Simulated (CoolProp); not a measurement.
Saturated liquid density (kg/m³) of c-C4F8 (RC318): the reference equation beside estimates from Tc = 115.2 °C, pc = 2.778 MPa, ω = 0.355. Rackett uses Z = 0.29056 − 0.08775 ω.

Values from CoolProp's reference Helmholtz-energy equation of state, Platzer 1990. This equation is an older, rougher fit; its heat capacities, sound speeds and derivatives of the liquid may be far off and weren't checked against measurements.

```json
[
 {"T (°C)": "17.35", "reference": "1529", "Rackett": "1648", "Redlich-Kwong": "1347", "Soave-Redlich-Kwong": "1433", "Peng-Robinson": "1624"},
 {"T (°C)": "24.45", "reference": "1500", "Rackett": "1617", "Redlich-Kwong": "1315", "Soave-Redlich-Kwong": "1402", "Peng-Robinson": "?"},
 {"T (°C)": "31.55", "reference": "1471", "Rackett": "1584", "Redlich-Kwong": "?", "Soave-Redlich-Kwong": "1369", "Peng-Robinson": "1553"},
 {"T (°C)": "38.65", "reference": "1441", "Rackett": "1550", "Redlich-Kwong": "1248", "Soave-Redlich-Kwong": "?", "Peng-Robinson": "1514"},
 {"T (°C)": "45.75", "reference": "1409", "Rackett": "1514", "Redlich-Kwong": "1211", "Soave-Redlich-Kwong": "1297", "Peng-Robinson": "1472"},
 {"T (°C)": "52.85", "reference": "1376", "Rackett": "1477", "Redlich-Kwong": "?", "Soave-Redlich-Kwong": "1257", "Peng-Robinson": "1427"},
 {"T (°C)": "59.85", "reference": "?", "Rackett": "1438", "Redlich-Kwong": "1132", "Soave-Redlich-Kwong": "1215", "Peng-Robinson": "1379"},
 {"T (°C)": "66.95", "reference": "1303", "Rackett": "1396", "Redlich-Kwong": "1089", "Soave-Redlich-Kwong": "1169", "Peng-Robinson": "1326"},
 {"T (°C)": "74.05", "reference": "1262", "Rackett": "?", "Redlich-Kwong": "1042", "Soave-Redlich-Kwong": "1118", "Peng-Robinson": "1267"},
 {"T (°C)": "81.15", "reference": "1217", "Rackett": "1301", "Redlich-Kwong": "991.3", "Soave-Redlich-Kwong": "1062", "Peng-Robinson": "1203"},
 {"T (°C)": "88.25", "reference": "1166", "Rackett": "1245", "Redlich-Kwong": "935.2", "Soave-Redlich-Kwong": "999.9", "Peng-Robinson": "1130"},
 {"T (°C)": "95.35", "reference": "1106", "Rackett": "1181", "Redlich-Kwong": "871.9", "Soave-Redlich-Kwong": "928.3", "Peng-Robinson": "1046"},
 {"T (°C)": "102.45", "reference": "?", "Rackett": "1103", "Redlich-Kwong": "797.1", "Soave-Redlich-Kwong": "842.7", "Peng-Robinson": "?"}
]
```

### Question
Fill in the missing entries.

### Answer

- 24.45, Peng-Robinson: 1590
- 31.55, Redlich-Kwong: 1282
- 38.65, Soave-Redlich-Kwong: 1334
- 52.85, Redlich-Kwong: 1173
- 59.85, reference: 1341
- 74.05, Rackett: 1350
- 102.45, reference: 1031
- 102.45, Peng-Robinson: 944.6

Absolute difference from the reference over all 13 rows, mean and median: Rackett 7.3 and 7.2 %, Redlich-Kwong 16.2 and 15.6 %, Soave-Redlich-Kwong 10.5 and 9.4 %, Peng-Robinson 4.2 and 4.5 %.
